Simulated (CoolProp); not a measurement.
Aqueous potassium acetate as a coolant, 11 % by mass, freezing at -5.1 °C, 1 atm.

The numbers come from the Melinder's fits for secondary coolants in CoolProp.

```tsv
T (°C)	density (kg/m³)	viscosity (mPa s)	cp (kJ/(kg K))	conductivity (W/(m K))
-0.7	1061	2.38	3.767	0.530
7.5	1059	1.83	(withheld)	0.542
15.8	(withheld)	1.45	3.783	(withheld)
24	1054	(withheld)	3.792	(withheld)
32.2	1052	1.00	3.799	(withheld)
```

**Question.** Fill in the missing entries.

**Answer.** 
- 7.5, cp (kJ/(kg K)): 3.775
- 15.8, density (kg/m³): 1057
- 15.8, conductivity (W/(m K)): 0.555
- 24, viscosity (mPa s): 1.20
- 24, conductivity (W/(m K)): 0.567
- 32.2, conductivity (W/(m K)): 0.579
